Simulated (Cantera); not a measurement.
## Ignition delay

Mixture: H2 : O2 : N2 = 1 : 0.227 : 0.855 (molar parts), equivalence ratio 2.2, at 500000 Pa, adiabatic and at constant volume. Ignition delay is the time to a rise of 400 K.

Cantera simulation using the H2/O2 subset of GRI-Mech 3.0, which has no nitrogen chemistry; the numbers are that mechanism's predictions, not measurements. The hydrogen kinetics of GRI-Mech 3.0 are dated; newer H2 mechanisms differ, most at raised pressure. Below about 950 K walls govern HO2 and H2O2 in real vessels.

```json
[
 {"T0 (K)": "875", "delay (ms)": "227"},
 {"T0 (K)": "975", "delay (ms)": "14.5"},
 {"T0 (K)": "1075", "delay (ms)": "0.971"},
 {"T0 (K)": "1175", "delay (ms)": "0.0294"},
 {"T0 (K)": "1275", "delay (ms)": "0.00882"},
 {"T0 (K)": "1375", "delay (ms)": "0.00490"},
 {"T0 (K)": "1475", "delay (ms)": "0.00324"}
]
```

```json
{
 "apparent activation energy between 1275 and 1475 K": "78 kJ/mol"
}
```
